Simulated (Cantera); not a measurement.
An isothermal, constant-pressure homogeneous reactor starts with CH4 : N2 = 1 : 4.7 (molar parts), at 1548 K and 540 Pa. Integrator tolerance rtol = 1e-08.

Detailed kinetics in Cantera: GRI-Mech 3.0 (53 species, 325 reactions). GRI-Mech 3.0 stops at C3 and has no aromatics, soot or wall deposition, so with more carbon than oxygen in the feed, carbon stays in small species such as C2H2 where larger ones or solid carbon would form. Radical loss at walls, strong at low pressure, is not modelled.

**Question.** What does this change do: pressure from 540 Pa to 2670 Pa?

**Answer.** 
```
quantity                                             before                                     after
-----------------  ----------------------------------------  ----------------------------------------
x(CH4) at 7.00 s     0.0441 (gas-phase equilibrium 5.50e-5)   0.0215 (gas-phase equilibrium 0.000271)
x(C2H6) at 7.00 s  6.64e-6 (gas-phase equilibrium 5.51e-11)   2.90e-6 (gas-phase equilibrium 1.34e-9)
x(H) at 7.00 s     7.22e-5 (gas-phase equilibrium 0.000200)   5.74e-5 (gas-phase equilibrium 8.98e-5)
x(CH2) at 7.00 s   1.30e-7 (gas-phase equilibrium 7.80e-10)  3.13e-8 (gas-phase equilibrium 7.79e-10)
x(CH3) at 7.00 s   0.000382 (gas-phase equilibrium 9.95e-7)  0.000127 (gas-phase equilibrium 2.21e-6)
```

**Question.** What does this change do: N2 4.7 to 0.77 parts?

**Answer.** 
| quantity | before | after |
|---|---|---|
| x(CH4) at 7.00 s | 0.0441 (gas-phase equilibrium 5.50e-5) | 0.0887 (gas-phase equilibrium 0.000404) |
| x(C2H6) at 7.00 s | 6.64e-6 (gas-phase equilibrium 5.51e-11) | 1.35e-5 (gas-phase equilibrium 1.23e-9) |
| x(H) at 7.00 s | 7.22e-5 (gas-phase equilibrium 0.000200) | 0.000143 (gas-phase equilibrium 0.000310) |
| x(CH2) at 7.00 s | 1.30e-7 (gas-phase equilibrium 7.80e-10) | 1.33e-7 (gas-phase equilibrium 2.37e-9) |
| x(CH3) at 7.00 s | 0.000382 (gas-phase equilibrium 9.95e-7) | 0.000561 (gas-phase equilibrium 4.70e-6) |
